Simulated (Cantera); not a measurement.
**N₂O + SO₂ + H₂ (abatement and gas-phase synthesis)**

Charge: 1 mol N₂O, 0.73 mol SO₂, 8.5 mol H₂, at 1.00 Torr.

Method: chemical equilibrium by Gibbs-energy minimisation in Cantera with the NASA 1993 tables (ideal gas, pure condensed phases). Candidate condensed phases: H₂O, H₂SO₄, S; 35 gas species. Gases not in the tables: S₃ to S₇. The numbers say what is thermodynamically allowed, not how fast it happens.

| T (K) | log p H₂ | log p H₂O | log p N₂ | log p H₂S | log p S₂ |
|---|---|---|---|---|---|
| 1075 | -3.12 | -3.46 | -3.85 | -4.03 | -5.41 |
| 1125 | -3.12 | -3.46 | -3.86 | -4.07 | -5.11 |
| 1175 | -3.12 | -3.47 | -3.86 | -4.13 | -4.88 |
| 1225 | -3.11 | -3.47 | -3.86 | -4.21 | -4.72 |
| 1275 | -3.11 | -3.47 | -3.86 | -4.30 | -4.61 |
| 1325 | -3.10 | -3.47 | -3.86 | -4.39 | -4.54 |
| 1375 | -3.10 | -3.48 | -3.86 | -4.50 | -4.49 |
| 1425 | -3.10 | -3.48 | -3.87 | -4.60 | -4.45 |
| 1475 | -3.09 | -3.48 | -3.87 | -4.70 | -4.43 |
| 1525 | -3.09 | -3.49 | -3.87 | -4.80 | -4.42 |
| 1575 | -3.09 | -3.49 | -3.87 | -4.89 | -4.42 |
| 1625 | -3.09 | -3.50 | -3.87 | -4.98 | -4.43 |
log p: log10 of the partial pressure in bar; nothing condenses.

From 1075 K to 1625 K nothing is condensed.
